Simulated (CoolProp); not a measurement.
Vapour-liquid equilibrium of ethane (1) + propylene (2) at 271.3 K; x and y are mole fractions of (1).

The numbers come from the multi-fluid Helmholtz-energy mixture model, Bücker 2006 and Lemmon 2013; pair parameters Bell 2016 in CoolProp.

```json
[
 {"x": "0.05", "bubble pressure (MPa)": "0.6335", "y at the bubble point": "0.155", "dew pressure at overall composition x (MPa)": "0.5764", "liquid density (mol/L)": "13.10"},
 {"x": "0.2", "bubble pressure (MPa)": "0.8739", "y at the bubble point": "0.452", "dew pressure at overall composition x (MPa)": "0.6615", "liquid density (mol/L)": "13.25"},
 {"x": "0.35", "bubble pressure (MPa)": "1.114", "y at the bubble point": "0.627", "dew pressure at overall composition x (MPa)": "0.7742", "liquid density (mol/L)": "13.39"},
 {"x": "0.5", "bubble pressure (MPa)": "1.359", "y at the bubble point": "0.747", "dew pressure at overall composition x (MPa)": "0.9294", "liquid density (mol/L)": "13.50"},
 {"x": "0.65", "bubble pressure (MPa)": "1.614", "y at the bubble point": "0.839", "dew pressure at overall composition x (MPa)": "1.154", "liquid density (mol/L)": "13.57"},
 {"x": "0.8", "bubble pressure (MPa)": "1.884", "y at the bubble point": "0.913", "dew pressure at overall composition x (MPa)": "1.497", "liquid density (mol/L)": "13.59"},
 {"x": "0.95", "bubble pressure (MPa)": "2.177", "y at the bubble point": "0.979", "dew pressure at overall composition x (MPa)": "2.041", "liquid density (mol/L)": "13.51"}
]
```

No azeotrope shows between x = 0.05 and 0.95.

The pair parameters rest on a limited set of measurements; away from them the model extrapolates.
